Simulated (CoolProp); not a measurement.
n-decane along the isotherm 51.05 °C: Z from the reference equation and from simpler models built on Tc = 344.5 °C, pc = 2.101 MPa, ω = 0.488; each cubic takes its own stable root.

Values from CoolProp's reference Helmholtz-energy equation of state, Lemmon 2006. It is a short technical equation, of lower accuracy than the large ones.

```
p (MPa)   phase  reference  van der Waals  Redlich-Kwong  Soave-Redlich-Kwong  Peng-Robinson
-------  ------  ---------  -------------  -------------  -------------------  -------------
0.00997  liquid  0.0007452         0.9938      0.0009435            0.0008989      0.0007997
0.0177   liquid   0.001323         0.9890       0.001675             0.001596       0.001420
0.0315   liquid   0.002354         0.9802       0.002981             0.002840       0.002527
0.0561   liquid   0.004193         0.9642       0.005308             0.005057       0.004500
0.0997   liquid   0.007451        0.01398       0.009432             0.008987       0.007996
0.177    liquid    0.01323        0.02481        0.01674              0.01595        0.01419
0.315    liquid    0.02354        0.04410        0.02978              0.02838        0.02526
0.561    liquid    0.04190        0.07839        0.05298              0.05053        0.04496
0.997    liquid    0.07442         0.1388        0.09401              0.08972        0.07986
1.77     liquid     0.1320         0.2451         0.1665               0.1591         0.1416
3.15     liquid     0.2345         0.4323         0.2949               0.2824         0.2515
```

At some of these states van der Waals gives the other phase, because its saturation line lies elsewhere.
